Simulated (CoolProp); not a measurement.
R142b at 433.37 K and 0.201 MPa is throttled through a valve to 0.136 MPa with no heat exchange. Each further row changes one setting.

Computed with CoolProp (reference Helmholtz-energy equation of state, Lemmon 2006). It is a short technical equation, of lower accuracy than the large ones.

| case | temperature change (K) | final density (kg/m³) |
|---|---|---|
| as stated | ? | 3.83 |
| outlet pressure 0.0408 MPa | ? | ? |
| outlet pressure 0.177 MPa | ? | 5.00 |

**Question.** Fill in the missing entries.

**Answer.** 
- as stated, temperature change (K): -0.5
- outlet pressure 0.0408 MPa, temperature change (K): -1.3
- outlet pressure 0.0408 MPa, final density (kg/m³): 1.14
- outlet pressure 0.177 MPa, temperature change (K): -0.2
